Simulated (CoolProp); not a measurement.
n-heptane along the isotherm 326.85 °C: density (kg/m³) from the reference equation and from simpler models built on Tc = 268.1 °C, pc = 27.74 bar, ω = 0.349; each cubic takes its own stable root.

Values from CoolProp's reference Helmholtz-energy equation of state, Span 2003. It is a short technical equation, of lower accuracy than the large ones.

| p (bar) | phase | reference | van der Waals | Redlich-Kwong | Soave-Redlich-Kwong | Peng-Robinson |
|---|---|---|---|---|---|---|
| 10.7 | gas | 23.84 | 23.77 | 23.95 | ? | 24.06 |
| 21.3 | gas | 54.12 | 54.21 | ? | 53.25 | 54.81 |
| 32 | supercritical | 97.10 | 101.5 | 99.89 | 93.29 | 97.55 |
| 42.7 | supercritical | 163.7 | 188.2 | 173.5 | 149.4 | 158.2 |
| 53.3 | supercritical | 249.5 | 233.9 | 241.9 | 209.9 | 224.5 |
| 64 | supercritical | 306.1 | 257.0 | 281.8 | 254.2 | 274.4 |
| 74.7 | supercritical | ? | 272.5 | 308.6 | 284.9 | 309.5 |
| 85.3 | supercritical | 361.6 | 284.2 | ? | 307.7 | 335.8 |
| 96 | supercritical | 378.7 | ? | 344.9 | 326.1 | 357.0 |
| 107 | supercritical | 392.8 | 302.0 | 359.0 | 341.9 | 375.1 |
| 117 | supercritical | 403.5 | 308.5 | 370.1 | ? | 389.2 |
| 128 | supercritical | 413.7 | 314.9 | 380.8 | 366.1 | 402.8 |
| 139 | supercritical | 422.6 | 320.5 | 390.5 | 376.6 | 414.8 |

Q: Complete the blanks.

A: 
- 10.7, Soave-Redlich-Kwong: 23.72
- 21.3, Redlich-Kwong: 54.72
- 74.7, reference: 339.1
- 85.3, Redlich-Kwong: 328.6
- 96, van der Waals: 293.8
- 117, Soave-Redlich-Kwong: 354.2
